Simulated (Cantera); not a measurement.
Feed: 1 mol Ta₂O₅, 11 mol H₂, 1.6 mol H₂O, equilibrated at 2173.15 K and 45.0 Pa.

Cantera equilibrium calculation (NASA polynomials, part measured and part estimated; ideal gas, pure solids and liquids). Candidate condensed phases: H₂O, Ta, Ta₂O₅; 12 gas species. The numbers say what is thermodynamically allowed, not how fast it happens.

Base state: H₂ 0.690, H 0.189, H₂O 0.111, TaO₂ 0.00460, OH 0.00409, O 0.000786, O₂ 5.36e-5, TaO 1.98e-5 (mole fractions); condensed: Ta₂O₅(l).

Question: What changes in the equilibrium state with this change: temperature from 2173.15 K to 1075 K?

Answer: 
| species | before | after |
|---|---|---|
| H₂ | 0.690 | 0.873 |
| H₂O | 0.111 | 0.127 |
| H | 0.189 | 6.46e-7 |
| TaO₂ | 0.00460 | <1e-9 |
| OH | 0.00409 | <1e-9 |
| O | 0.000786 | <1e-9 |
| O₂ | 5.36e-5 | <1e-9 |
| Ta₂O₅(l), mol | 0.968 | 0 |
| Ta₂O₅(s), mol | 0 | 1.00 |

Question: What changes in the equilibrium state with this change: H₂O from 1.6 to 0.48 mol?

Answer: 
| species | before | after |
|---|---|---|
| H₂ | 0.690 | 0.753 |
| H | 0.189 | 0.198 |
| H₂O | 0.111 | 0.0398 |
| TaO₂ | 0.00460 | 0.00804 |
| O₂ | 5.36e-5 | 5.76e-6 |
| TaO | 1.98e-5 | 0.000105 |
| O | 0.000786 | 0.000257 |
| OH | 0.00409 | 0.00140 |
| Ta₂O₅(l), mol | 0.968 | 0.948 |
